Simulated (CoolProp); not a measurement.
Vapour-liquid equilibrium of propane (1) + R114 (2) at 312 K; x and y are mole fractions of (1).

Computed with CoolProp (multi-fluid Helmholtz-energy mixture model, Lemmon 2009 and Platzer 1990; pair parameters Bell 2016). This equation is an older, rougher fit; its heat capacities, sound speeds and derivatives of the liquid may be far off and weren't checked against measurements.

```
x     bubble pressure, mixture model (bar)  bubble pressure, Raoult's law (bar)  y, mixture model  y, Raoult's law
----  ------------------------------------  -----------------------------------  ----------------  ---------------
0.05                                 3.936                                3.776               ___            0.177
0.2                                    ___                                5.285               ___            0.505
0.35                                 7.316                                6.794             0.656            0.687
0.5                                  8.749                                8.304               ___            0.803
0.65                                 10.11                                9.813               ___            0.883
0.8                                    ___                                11.32               ___            0.942
0.95                                   ___                                12.83             0.977            0.987
```

**Question.** What belongs in the gaps?

**Answer.** 
- 0.05, y, mixture model: 0.192
- 0.2, bubble pressure, mixture model (bar): 5.738
- 0.2, y, mixture model: 0.500
- 0.5, y, mixture model: 0.758
- 0.65, y, mixture model: 0.838
- 0.8, bubble pressure, mixture model (bar): 11.46
- 0.8, y, mixture model: 0.908
- 0.95, bubble pressure, mixture model (bar): 12.85

The largest gap from Raoult's law is +8.6 % in bubble pressure, at x = 0.2. No azeotrope shows between x = 0.05 and 0.95.

The pair parameters rest on a limited set of measurements; away from them the model extrapolates.
